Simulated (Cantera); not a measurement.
Input: 1 mol SiF4, a varied amount of NH3, held at 1200 K and 1.33 mbar.

Cantera equilibrium calculation (NASA polynomials, part measured and part estimated; ideal gas, pure solids and liquids). Candidate condensed phases: Si, Si3N4; 37 gas species. The tables' values for SiF3, SiF2 are old estimates; treat these amounts as uncertain. The numbers say what is thermodynamically allowed, not how fast it happens.

x: gas mole fraction; n: condensed amount in mol.

```tsv
n(NH3) (mol)	x H2	x SiF4	x N2	x HF	x SiF3	x SiHF3	x SiF2	n Si3N4(s)
0.64	0.417	0.433	0.140	0.00475	0.00343	0.00125	2.98e-5	0
0.98	0.493	0.333	0.165	0.00439	0.00310	0.00123	3.16e-5	0
1.5	0.559	0.246	0.187	0.00394	0.00272	0.00115	3.30e-5	0
2.3	0.613	0.175	0.205	0.00347	0.00230	0.00102	3.32e-5	3.44e-5
3.5	0.654	0.122	0.218	0.00330	0.00174	0.000794	2.72e-5	0.000475
5.3	0.683	…	0.228	0.00310	0.00130	…	2.22e-5	…
8	0.704	…	0.235	…	0.000970	…	1.81e-5	…
12	0.718	0.0385	0.240	0.00264	0.000721	0.000345	1.48e-5	0.00321
19	0.729	0.0245	0.243	0.00238	0.000512	0.000247	1.17e-5	0.00518
28	0.735	0.0166	0.245	0.00217	0.000381	0.000185	9.63e-6	0.00752
43	0.740	0.0107	0.247	0.00195	0.000274	0.000133	7.72e-6	0.0111
```

Task: What belongs in the gaps?

Result: 
- 5.3, x SiF4: 0.0839
- 5.3, x SiHF3: 0.000608
- 5.3, n Si3N4(s): 0.00110
- 8, x SiF4: 0.0570
- 8, x HF: 0.00287
- 8, x SiHF3: 0.000459
- 8, n Si3N4(s): 0.00198
